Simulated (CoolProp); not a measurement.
Saturation properties of benzene (Tc = 562.0 K, pc = 4906 kPa, ω = 0.211).

Model: reference Helmholtz-energy equation of state, Thol 2012, in CoolProp.

```
T (K)  p (kPa)  liquid density (kg/m³)  enthalpy of vaporisation (kJ/kg)  surface tension (mN/m)  liquid conductivity (mW/(m K))
-----  -------  ----------------------  --------------------------------  ----------------------  ------------------------------
410.8    449.1                       ?                             347.5                    14.1                             107
419.8    543.7                   733.7                             339.4                    13.1                             104
428.7        ?                   722.1                             331.1                    12.1                             101
437.6    773.5                   710.1                             322.5                    11.1                            98.8
446.6    913.8                       ?                             313.3                    10.1                            96.2
455.5     1070                   684.7                             303.8                    9.11                            93.6
464.4     1246                   671.4                             293.8                    8.17                            91.0
473.3     1441                   657.4                             283.1                    7.25                            88.5
482.3     1661                   642.5                             271.6                       ?                            85.9
491.2     1902                   627.0                             259.3                    5.46                            83.3
500.1     2168                       ?                             246.0                    4.61                            80.8
509.1     2464                   592.0                             231.2                    3.79                               ?
518       2786                   572.0                             214.9                    3.00                            75.7
526.9     3139                   549.5                             196.3                    2.25                            73.3
535.8     3526                   523.2                             174.4                    1.55                            71.0
```

Task: Some entries are withheld; supply them.

Result: 
- 410.8, liquid density (kg/m³): 745.2
- 428.7, p (kPa): 651.1
- 446.6, liquid density (kg/m³): 697.6
- 482.3, surface tension (mN/m): 6.34
- 500.1, liquid density (kg/m³): 610.3
- 509.1, liquid conductivity (mW/(m K)): 78.2

It boils at 353.2 K under 1 atm.

Thermal conductivity comes from a separate model (Assael 2012). Surface tension comes from a separate correlation (Mulero 2012).
